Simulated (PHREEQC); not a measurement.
NaOH is added in steps, without added water, to 1 kg of water holding 0.07 mol/kgw AgF and 0.00014 mol/kgw HF, at 25 °C. Oxygen alone is held at its pressure in air (log pO2 = -0.68). The system is closed to CO2. The run lets Ag2O precipitate or redissolve, and no other solid.

Base run: PHREEQC, ion-association model, wateq4f.dat. Each further column changes one thing. The table gives Ag+ (mol/kgw).

```
NaOH added (mol)     base  all activity coefficients set to 1  Debye-Hückel limiting law  Davies equation for every ion  metal-ligand complexes left out
----------------  -------  ----------------------------------  -------------------------  -----------------------------  -------------------------------
0                  0.0641                              0.0614                     0.0647                         0.0640                           0.0700
0.0065             0.0582                              0.0557                     0.0588                         0.0581                           0.0636
0.013              0.0522                              0.0500                     0.0528                         0.0522                           0.0571
0.0195             0.0463                              0.0442                     0.0468                         0.0462                           0.0506
0.02275            0.0433                              0.0414                     0.0438                         0.0432                           0.0474
0.02925            0.0373                              0.0357                     0.0377                         0.0373                           0.0409
0.03575            0.0314                              0.0300                     0.0317                         0.0313                           0.0344
0.04225            0.0254                              0.0243                     0.0257                         0.0254                           0.0279
0.04875            0.0195                              0.0186                     0.0197                         0.0195                           0.0214
0.05525            0.0136                              0.0129                     0.0137                         0.0136                           0.0149
0.0585             0.0106                              0.0101                     0.0107                         0.0106                           0.0116
0.065             0.00469                             0.00446                    0.00474                        0.00468                          0.00514
0.0715            2.23e-5                             1.42e-5                    2.62e-5                        2.19e-5                          2.24e-5
0.078             3.98e-6                             2.48e-6                    4.75e-6                        3.91e-6                          4.00e-6
```
